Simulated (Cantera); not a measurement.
A perfectly stirred reactor is fed with C₂H₆ : N₂ = 1 : 27 (molar parts), at 165 Torr; it is held at 1825 K, and followed from long to short residence time.

Computed with Cantera and GRI-Mech 3.0 (53 species, 325 reactions). GRI-Mech 3.0 stops at C3 and has no aromatics, soot or wall deposition, so with more carbon than oxygen in the feed, carbon stays in small species such as C2H2 where larger ones or solid carbon would form.

**Question.** Predict: x(C₂H₆) at τ = 0.940 s; x(HCN) at τ = 0.940 s; x(H₂) at τ = 0.940 s; x(CH₂) at τ = 0.940 s; x(H) at τ = 0.940 s; x(C₂H₆) at τ = 5.90 ms; x(HCN) at τ = 5.90 ms; x(H₂) at τ = 5.90 ms; x(CH₂) at τ = 5.90 ms; x(H) at τ = 5.90 ms.

**Answer.** 
```json
{
 "x(C₂H₆) at τ = 0.940 s": "1.64e-6",
 "x(HCN) at τ = 0.940 s": "0.000252",
 "x(H₂) at τ = 0.940 s": "0.0644",
 "x(CH₂) at τ = 0.940 s": "6.57e-7",
 "x(H) at τ = 0.940 s": "0.000304",
 "x(C₂H₆) at τ = 5.90 ms": "0.000178",
 "x(HCN) at τ = 5.90 ms": "5.46e-5",
 "x(H₂) at τ = 5.90 ms": "0.0555",
 "x(CH₂) at τ = 5.90 ms": "1.09e-5",
 "x(H) at τ = 5.90 ms": "0.000611"
}
```
